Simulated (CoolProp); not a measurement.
Model: reference Helmholtz-energy equation of state, Lemmon 2006, in CoolProp. It is a short technical equation, of lower accuracy than the large ones.

**Question.** For n-nonane, give the phase and the Z, cv (kJ/(kg K)), Joule-Thomson coefficient (K/MPa), expansivity (1/kK) at 197.75 °C and 0.463 MPa; 62.05 °C and 0.593 MPa.

**Answer.** 
- 197.75 °C and 0.463 MPa: liquid; Z 0.0269, cv 2.45, Joule-Thomson coefficient -0.0578, expansivity 1.92
- 62.05 °C and 0.593 MPa: liquid; Z 0.0398, cv 1.92, Joule-Thomson coefficient -0.378, expansivity 1.17
